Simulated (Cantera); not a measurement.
## Ignition delay

Mixture: C₃H₈ : O₂ : N₂ : H₂O = 1 : 11.1 : 41.8 : 0.14 (molar parts), at 9.87 atm, adiabatic and at constant pressure. Ignition delay is the time to a rise of 400 K.

Detailed kinetics in Cantera: GRI-Mech 3.0 (53 species, 325 reactions). GRI-Mech 3.0 was tuned for natural gas; its chemistry of propane as a main component is partial and can be far from experiment.

```json
[
 {"T0 (K)": "1250", "delay (ms)": "0.624"},
 {"T0 (K)": "1300", "delay (ms)": "0.277"},
 {"T0 (K)": "1350", "delay (ms)": "0.130"},
 {"T0 (K)": "1400", "delay (ms)": "0.0654"},
 {"T0 (K)": "1450", "delay (ms)": "0.0352"},
 {"T0 (K)": "1500", "delay (ms)": "0.0203"},
 {"T0 (K)": "1550", "delay (ms)": "0.0125"},
 {"T0 (K)": "1600", "delay (ms)": "0.00813"},
 {"T0 (K)": "1650", "delay (ms)": "0.00559"},
 {"T0 (K)": "1700", "delay (ms)": "0.00403"}
]
```

| Item | Result |
|---|---|
| apparent activation energy between 1600 and 1700 K | 160 kJ/mol |
